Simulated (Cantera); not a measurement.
What does this Cantera script print?

```python
import numpy as np
import cantera as ct

gas = ct.Solution("gri30.yaml")


def delay(T, t_max=10):
    gas.TPX = T, 230000, {'CO': 1, 'H2': 0.41, 'O2': 0.86, 'N2': 3.23, 'CO2': 1}
    reactor = ct.IdealGasConstPressureReactor(gas, clone=False)
    net = ct.ReactorNet([reactor])
    net.rtol, net.atol = 1e-8, 1e-16
    while net.time < t_max:
        t_old, T_old = net.time, reactor.T
        net.step()
        if reactor.T > T + 400:  # ignition: a rise of 400 K
            return t_old + (T + 400 - T_old) / (reactor.T - T_old) * (net.time - t_old)
    return np.nan


taus = []
for T in [950, 1000, 1050, 1100, 1150, 1200, 1250, 1300]:
    taus.append(delay(T))
    print(f"T0 = {T:6g} K   tau = {taus[-1]:.4e} s")
```

Output:

```
T0 =    950 K   tau = 1.9803e-02 s
T0 =   1000 K   tau = 2.9803e-03 s
T0 =   1050 K   tau = 3.9243e-04 s
T0 =   1100 K   tau = 1.2246e-04 s
T0 =   1150 K   tau = 6.7779e-05 s
T0 =   1200 K   tau = 4.6725e-05 s
T0 =   1250 K   tau = 3.5964e-05 s
T0 =   1300 K   tau = 2.9682e-05 s
```

Cantera simulation using GRI-Mech 3.0 (53 species, 325 reactions); the numbers are that mechanism's predictions, not measurements. The hydrogen kinetics of GRI-Mech 3.0 are dated; newer H2 mechanisms differ, most at raised pressure. Where the delays flatten at high temperature, the 400 K rule measures the pace of heat release, not the induction time.
